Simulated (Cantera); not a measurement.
Input (Python, Cantera) and output of one run.

```python
import numpy as np
import cantera as ct

gas_names = [...]  # 123 gases of nasa_gas.yaml made of C, H, O, Si
cond_names = """
    C(gr) C6H6(L) C7H8(L) C8H18(L),n-octa H2O(s) H2O(L) Si(cr) Si(L) SiC(b) SiO2(Lqz) SiO2(hqz) SiO2(L)
""".split()


# ... load() reads the species with a 1 bar reference pressure and builds the phases ...
atoms = {
    'SiC': {'Si': 1, 'C': 1},
    'O2': {'O': 2},
    'H2': {'H': 2},
    'CO2': {'C': 1, 'O': 2},
}
top_T = {'C(gr)': 4500, 'SiC(b)': 3050}  # K; cautious upper limits of use, not melting points


# ... equilibrate(T, P, feed) seeds the gas with the atoms and calls Mixture.equilibrate('TP', solver="vcs", rtol=1e-11, max_steps=5000) ...
results = []
feed = {'SiC': 1, 'O2': 0.0015, 'H2': 75, 'CO2': 0.48}  # mol
T = 1825  # K
P = 6500  # Pa
mix = equilibrate(T, P, feed)
results.append((T, P, feed, dict(zip(mix.species_names, mix.species_moles))))
x = sorted(zip(gas.X, gas.species_names), reverse=True)
print(f"T = {T:g} K  P = {P:g} Pa  gas = {mix.phase_moles(0):.4g} mol")
print("   x: " + "  ".join(f"{s} {v:.3e}" for v, s in x if v > 0.0001))
print("   condensed (mol): " + ("  ".join(f"{mix.phase(i).name} {mix.phase_moles(i):.4g}"
      for i in range(1, mix.n_phases) if mix.phase_moles(i) > 1e-12) or "none"))
```

Result:

```
T = 1825 K  P = 6500 Pa  gas = 76.03 mol
   x: H2 9.856e-01  CO 9.495e-03  SiO 3.170e-03  H 1.715e-03
   condensed (mol): SiC(b) 0.757
```

Cantera equilibrium calculation (NASA polynomials, part measured and part estimated; ideal gas, pure solids and liquids).
